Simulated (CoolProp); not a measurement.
R507A along the isotherm -68.15 °C: density (kg/m³) from the reference equation and from simpler models built on Tc = 70.6 °C, pc = 3.705 MPa, ω = 0.286; each cubic takes its own stable root.

Values from CoolProp's reference Helmholtz-energy equation of state, Lemmon 2003. It is a pseudo-pure fit of the blend.

| p (MPa) | phase | reference | van der Waals | Soave-Redlich-Kwong | Peng-Robinson |
|---|---|---|---|---|---|
| 0.695 | liquid | 1383 | 793.9 | ? | 1363 |
| 1.39 | liquid | 1385 | ? | 1210 | 1365 |
| 2.08 | liquid | ? | ? | ? | 1367 |
| 2.78 | liquid | ? | 804.2 | 1214 | ? |

Task: Complete the blanks.

Result: 
- 0.695, Soave-Redlich-Kwong: 1209
- 1.39, van der Waals: 797.5
- 2.08, reference: 1387
- 2.08, van der Waals: 800.9
- 2.08, Soave-Redlich-Kwong: 1212
- 2.78, reference: 1388
- 2.78, Peng-Robinson: 1368
